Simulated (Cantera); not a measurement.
An adiabatic, constant-volume homogeneous reactor starts with C₃H₈ : O₂ : N₂ = 1 : 2.5 : 9.4 (molar parts), equivalence ratio 2.0, at 1350 K and 39000 Pa.

Detailed kinetics in Cantera: GRI-Mech 3.0 (53 species, 325 reactions). GRI-Mech 3.0 was tuned for natural gas; its chemistry of propane as a main component is partial and can be far from experiment.

Q: Predict: time of steepest temperature rise; temperature at 0.200 s; equilibrium temperature; x(O₂) at 0.200 s; x(HO₂) at 0.200 s; x(H) at 0.200 s; x(CO) at 0.200 s.

A: 
| Property | Value |
|---|---|
| time of steepest temperature rise | 0.734 ms |
| temperature at 0.200 s | 2708 K |
| equilibrium temperature | 2708 K |
| x(O₂) at 0.200 s | 0.000125 (gas-phase equilibrium 0.000125) |
| x(HO₂) at 0.200 s | 8.86e-8 (gas-phase equilibrium 8.86e-8) |
| x(H) at 0.200 s | 0.0212 (gas-phase equilibrium 0.0212) |
| x(CO) at 0.200 s | 0.163 (gas-phase equilibrium 0.163) |
